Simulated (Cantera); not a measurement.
Input (Python, Cantera) and output of one run.

```python
import numpy as np
import cantera as ct

gas_names = """
    H HNO HNO2 HNO3 HO2 H2 H2O H2O2 N NH NH2 NH3 NH2OH NO NO2 NO3 N2 N2H2 N2H4 N2O O OH O2 O3 V VN VO
    VO2
""".split()
cond_names = """
    H2O(s) H2O(L) V(cr) V(L) VN(s) VO(s) VO(L) V2O3(s) V2O3(L) V2O4(I) V2O4(II) V2O4(L) V2O5(s) V2O5(L)
""".split()


def load(file, names, dense=False):
    # The tables refer to 1 bar. Condensed volumes are neglected.
    table = {s.name: s for s in ct.Species.list_from_file(file)}
    out = []
    for n in names:
        d = dict(table[n].input_data)
        d["thermo"] = dict(d["thermo"], **{"reference-pressure": 1e5})
        if dense:
            d["equation-of-state"] = {"model": "constant-volume", "density": "1e6 g/cm^3"}
        out.append(ct.Species.from_dict(d))
    return out


gas = ct.Solution(thermo="ideal-gas", species=load("nasa_gas.yaml", gas_names))
cond = {s.name: ct.Solution(thermo="fixed-stoichiometry", species=[s], name=s.name)
        for s in load("nasa_condensed.yaml", cond_names, dense=True)}
atoms = {
    'V2O5': {'V': 2, 'O': 5},
    'H2': {'H': 2},
    'N2': {'N': 2},
}
top_T = {'VN(s)': 2300}  # K; cautious upper limits of use, not melting points


def equilibrate(T, P, feed):
    n = {}
    for name, mol in feed.items():
        for a, k in atoms[name].items():
            n[a] = n.get(a, 0.0) + k * mol
    gas.TPX = T, P, n
    mass = sum(n.values()) * gas.mean_molecular_weight
    gas.equilibrate("TP")
    valid = [c for c in cond.values() if c.min_temp <= T <= top_T.get(c.name, c.max_temp)]
    mix = ct.Mixture([(gas, mass / gas.mean_molecular_weight)] + [(c, 0.0) for c in valid])
    mix.T, mix.P = T, P
    mix.equilibrate("TP", solver="vcs", rtol=1e-11, max_steps=5000)
    return mix


results = []
feed = {'V2O5': 1, 'H2': 310, 'N2': 24}  # mol
P = 21000  # Pa
for T in [1550, 1600, 1650, 1700, 1750, 1800, 1850, 1900, 1950, 2000, 2050]:
    mix = equilibrate(T, P, feed)
    results.append((T, P, feed, dict(zip(mix.species_names, mix.species_moles))))

top = {s: max(r[3][s] / sum(r[3][g] for g in gas_names) for r in results) for s in gas_names}
cols = sorted((s for s in top if top[s] > 0.001), key=lambda s: -top[s])[:9]
seen = [c for c in cond_names if any(r[3].get(c, 0) > 1e-12 for r in results)]
print("log10 of partial pressures in bar; condensed amounts in mol")
print(f"{'T/K':>10s}" + "".join(f"{s[:9]:>10s}" for s in cols + seen))
for T, P, feed, n in results:
    ng = sum(n[g] for g in gas_names)
    print(f"{T:10.4g}" + "".join(f"{np.log10(max(n[s] / ng * P / 1e5, 1e-99)):10.3f}" for s in cols)
          + "".join(f"{n.get(c, 0):10.4g}" for c in seen))
```

Result:

```
log10 of partial pressures in bar; condensed amounts in mol
       T/K        H2        N2       H2O         H     VO(s)   V2O3(s)
      1550    -0.713    -1.821    -2.901    -4.858         0         1
      1600    -0.713    -1.821    -2.901    -4.621         0         1
      1650    -0.714    -1.821    -2.822    -4.399    0.7898    0.6051
      1700    -0.715    -1.821    -2.726    -4.189     1.972   0.01376
      1750    -0.715    -1.821    -2.725    -3.991         2         0
      1800    -0.715    -1.821    -2.725    -3.803     1.999         0
      1850    -0.715    -1.822    -2.725    -3.626     1.999         0
      1900    -0.715    -1.822    -2.725    -3.458     1.997         0
      1950    -0.715    -1.822    -2.726    -3.298     1.995         0
      2000    -0.716    -1.822    -2.726    -3.147      1.99         0
      2050    -0.717    -1.822    -2.728    -3.003      1.98         0
```

Equilibrium computed with Cantera from the NASA thermochemical tables; the gas is ideal and each condensed phase is pure. Mutual solubility and eutectic melting of coexisting phases are not modelled. VO: taken at fixed stoichiometry. Condensed phases not in the tables: the oxides between V2O3 and V2O5 other than VO2.
